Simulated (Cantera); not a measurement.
Input (Python, Cantera) and output of one run.

```python
import numpy as np
import cantera as ct

gas_names = """
    C CH CH2 CH3 CH2OH CH3O CH4 CH3OH CO CO2 COOH C2 C2H CHCO,ketyl C2H2,acetylene C2H2,vinylidene
    CH2CO,ketene C2H3,vinyl CH3CO,acetyl C2H4 C2H4O,ethylen CH3CHO,ethanal CH3COOH (HCOOH)2 C2H5 C2H6
    CH3OCH3 C2H5OH C2O C3 C3H3,propargyl C3H4,allene C3H4,propyne C3H4,cyclo- C3H5,allyl C3H6,propylene
    C3H6,cyclo- C3H6O C3H7,n-propyl C3H7,i-propyl C3H8 C3H8O,1propanol C3H8O,2propanol C3O2 C4 C4H2
    C4H4,1,3-cyclo- C4H6,butadiene C4H6,2-butyne C4H6,cyclo- C4H8,1-butene C4H8,cis2-buten
    C4H8,tr2-butene C4H8,isobutene C4H8,cyclo- (CH3COOH)2 C4H9,n-butyl C4H9,i-butyl C4H9,s-butyl
    C4H9,t-butyl C4H10,isobutane C4H10,n-butane C5 C5H6,1,3cyclo- C5H8,cyclo- C5H10,1-pentene
    C5H10,cyclo- C5H11,pentyl C5H11,t-pentyl C5H12,n-pentane C5H12,i-pentane CH3C(CH3)2CH3 C6H2
    C6H5,phenyl C6H5O,phenoxy C6H6 C6H5OH,phenol C6H10,cyclo- C6H12,1-hexene C6H12,cyclo- C6H13,n-hexyl
    C7H7,benzyl C7H8 C7H8O,cresol C7H14,1-heptene C7H15,n-heptyl C7H16,n-heptane C8H8,styrene
    C8H10,ethylbenz C8H16,1-octene C8H17,n-octyl C8H18,isooctane C8H18,n-octane C9H19,n-nonyl
    C10H8,naphthale C10H21,n-decyl C12H9,o-bipheny C12H10,bipheny H HCO HO2 H2 HCHO,formaldehy HCOOH H2O
    H2O2 O OH O2 O3 Ta TaO TaO2
""".split()
cond_names = """
    C(gr) C6H6(L) C7H8(L) C8H18(L),n-octa H2O(s) H2O(L) Ta(cr) Ta(L) TaC(s) TaC(L) Ta2O5(s) Ta2O5(L)
""".split()


def load(file, names, dense=False):
    # The tables refer to 1 bar. Condensed volumes are neglected.
    table = {s.name: s for s in ct.Species.list_from_file(file)}
    out = []
    for n in names:
        d = dict(table[n].input_data)
        d["thermo"] = dict(d["thermo"], **{"reference-pressure": 1e5})
        if dense:
            d["equation-of-state"] = {"model": "constant-volume", "density": "1e6 g/cm^3"}
        out.append(ct.Species.from_dict(d))
    return out


gas = ct.Solution(thermo="ideal-gas", species=load("nasa_gas.yaml", gas_names))
cond = {s.name: ct.Solution(thermo="fixed-stoichiometry", species=[s], name=s.name)
        for s in load("nasa_condensed.yaml", cond_names, dense=True)}
atoms = {
    'Ta(OEt)5': {'Ta': 1, 'C': 10, 'H': 25, 'O': 5},
    'CO2': {'C': 1, 'O': 2},
    'H2': {'H': 2},
}
top_T = {'C(gr)': 4500}  # K; cautious upper limits of use, not melting points


def equilibrate(T, P, feed):
    n = {}
    for name, mol in feed.items():
        for a, k in atoms[name].items():
            n[a] = n.get(a, 0.0) + k * mol
    gas.TPX = T, P, n
    mass = sum(n.values()) * gas.mean_molecular_weight
    gas.equilibrate("TP")
    valid = [c for c in cond.values() if c.min_temp <= T <= top_T.get(c.name, c.max_temp)]
    mix = ct.Mixture([(gas, mass / gas.mean_molecular_weight)] + [(c, 0.0) for c in valid])
    mix.T, mix.P = T, P
    mix.equilibrate("TP", solver="vcs", rtol=1e-11, max_steps=5000)
    return mix


results = []
T = 2425  # K
P = 76000  # Pa
for m in [0.32, 0.43, 0.59, 0.81, 1.1, 1.5, 2, 2.8, 3.8, 5.1]:
    feed = {'Ta(OEt)5': 1, 'CO2': m, 'H2': 83}  # mol
    mix = equilibrate(T, P, feed)
    results.append((T, P, feed, dict(zip(mix.species_names, mix.species_moles))))
    x = sorted(zip(gas.X, gas.species_names), reverse=True)
    print(f"T = {T:g} K  P = {P:g} Pa  n(CO2) = {m:g} mol  gas = {mix.phase_moles(0):.4g} mol")
    print("   x: " + "  ".join(f"{s} {v:.3e}" for v, s in x if v > 0.0001))
    print("   condensed (mol): " + ("  ".join(f"{mix.phase(i).name} {mix.phase_moles(i):.4g}"
          for i in range(1, mix.n_phases) if mix.phase_moles(i) > 1e-12) or "none"))
```

Output:

```
T = 2425 K  P = 76000 Pa  n(CO2) = 0.32 mol  gas = 102.1 mol
   x: H2 9.177e-01  CO 5.522e-02  H 1.967e-02  C2H2,acetylene 7.166e-03  CH4 1.089e-04
   condensed (mol): C(gr) 2.187  TaC(s) 1
T = 2425 K  P = 76000 Pa  n(CO2) = 0.43 mol  gas = 102.4 mol
   x: H2 9.158e-01  CO 5.725e-02  H 1.965e-02  C2H2,acetylene 7.150e-03  CH4 1.084e-04
   condensed (mol): C(gr) 2.077  TaC(s) 1
T = 2425 K  P = 76000 Pa  n(CO2) = 0.59 mol  gas = 102.7 mol
   x: H2 9.129e-01  CO 6.019e-02  H 1.962e-02  C2H2,acetylene 7.128e-03  CH4 1.077e-04
   condensed (mol): C(gr) 1.917  TaC(s) 1
T = 2425 K  P = 76000 Pa  n(CO2) = 0.81 mol  gas = 103.1 mol
   x: H2 9.089e-01  CO 6.420e-02  H 1.957e-02  C2H2,acetylene 7.097e-03  CH4 1.068e-04
   condensed (mol): C(gr) 1.697  TaC(s) 1
T = 2425 K  P = 76000 Pa  n(CO2) = 1.1 mol  gas = 103.7 mol
   x: H2 9.038e-01  CO 6.943e-02  H 1.952e-02  C2H2,acetylene 7.057e-03  CH4 1.056e-04
   condensed (mol): C(gr) 1.407  TaC(s) 1
T = 2425 K  P = 76000 Pa  n(CO2) = 1.5 mol  gas = 104.5 mol
   x: H2 8.968e-01  CO 7.655e-02  H 1.944e-02  C2H2,acetylene 7.002e-03  CH4 1.040e-04
   condensed (mol): C(gr) 1.007  TaC(s) 1
T = 2425 K  P = 76000 Pa  n(CO2) = 2 mol  gas = 105.5 mol
   x: H2 8.882e-01  CO 8.530e-02  H 1.935e-02  C2H2,acetylene 6.935e-03  CH4 1.020e-04
   condensed (mol): C(gr) 0.5076  TaC(s) 1
T = 2425 K  P = 76000 Pa  n(CO2) = 2.8 mol  gas = 107.1 mol
   x: H2 8.762e-01  CO 9.895e-02  H 1.922e-02  C2H2,acetylene 5.494e-03
   condensed (mol): TaC(s) 1
T = 2425 K  P = 76000 Pa  n(CO2) = 3.8 mol  gas = 109.1 mol
   x: H2 8.645e-01  CO 1.154e-01  H 1.909e-02  C2H2,acetylene 8.912e-04
   condensed (mol): TaC(s) 1
T = 2425 K  P = 76000 Pa  n(CO2) = 5.1 mol  gas = 111.4 mol
   x: H2 8.449e-01  CO 1.334e-01  H 1.887e-02  H2O 2.662e-03
   condensed (mol): Ta(cr) 0.7571  TaC(s) 0.229
```

Method: chemical equilibrium by Gibbs-energy minimisation in Cantera with the NASA 1993 tables (ideal gas, pure condensed phases). The feed counts by its element totals alone. Mutual solubility and eutectic melting of coexisting phases are not modelled. TaC: taken at fixed stoichiometry. Condensed phases not in the tables: Ta2C, N, O or C dissolved in the metal.
